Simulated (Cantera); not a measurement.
A freely propagating, adiabatic, planar premixed flame of H2 : O2 : N2 = 1 : 0.217 : 0.817 (molar parts), unburnt at 398 K and 7500 Torr; mixture-averaged transport, grid criteria slope 0.08 and curve 0.16, no radiation.

Computed with Cantera and the H2/O2 subset of GRI-Mech 3.0, which has no nitrogen chemistry. The hydrogen kinetics of GRI-Mech 3.0 are dated; newer H2 mechanisms differ, most at raised pressure. Burning velocities carry a grid error of a few per cent, more on coarse grids.

Task: How do the results move with these cheaper or finer settings: unity-Lewis-number transport; multicomponent transport; multicomponent+Soret transport; grid criteria slope 0.5, curve 1; grid criteria slope 0.25, curve 0.5; grid criteria slope 0.03, curve 0.06?

Result: 
```csv
setting,laminar burning velocity,thermal thickness,peak x(OH),peak x(O),grid points
as above,341 cm/s,0.0239 mm,0.00161,0.000788,116
unity-Lewis-number transport,217 cm/s,0.0279 mm,0.00157,0.000529,112
multicomponent transport,337 cm/s,0.0242 mm,0.00159,0.000769,116
multicomponent+Soret transport,323 cm/s,0.0231 mm,0.00162,0.000783,121
"grid criteria slope 0.5, curve 1",388 cm/s,0.0326 mm,0.00174,0.000744,35
"grid criteria slope 0.25, curve 0.5",346 cm/s,0.0259 mm,0.00167,0.000772,54
"grid criteria slope 0.03, curve 0.06",333 cm/s,0.0233 mm,0.00156,0.000770,255
```
The base run took around 1.2 core-seconds (rough).
Unity Lewis numbers drop preferential diffusion, which matters most where H2 and H carry the flame; Soret adds thermal diffusion.
